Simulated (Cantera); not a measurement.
Charge: 1 mol ZrO₂, 1400 mol H₂, equilibrated at 1925 K and 21.0 Pa.

Cantera equilibrium calculation (NASA polynomials, part measured and part estimated; ideal gas, pure solids and liquids). Candidate condensed phases: H₂O, Zr, ZrO₂; 12 gas species. The numbers say what is thermodynamically allowed, not how fast it happens.

Base state: H₂ 0.936, H 0.0638 (mole fractions); condensed: ZrO₂(tetragonal).

### Question
What changes in the equilibrium state with this change: temperature from 1925 K to 1573.15 K?

### Answer
| species | before | after |
|---|---|---|
| H₂ | 0.936 | 0.997 |
| H | 0.0638 | 0.00281 |
| ZrO₂(tetragonal), mol | 0.992 | 1.000 |

### Question
What changes in the equilibrium state with this change: ZrO₂ replaced by Fe₂O₃?

### Answer
| species | before | after |
|---|---|---|
| H₂ | 0.936 | 0.933 |
| H | 0.0638 | 0.0637 |
| H₂O | 5.46e-6 | 0.00206 |
| Fe | 0 | 0.00138 |
| OH | 3.22e-8 | 1.22e-5 |
| ZrO₂(tetragonal), mol | 0.992 | 0 |
Further candidate phases: Fe, FeO, Fe(OH)₂, Fe(OH)₃, Fe₂O₃, Fe₃O₄.
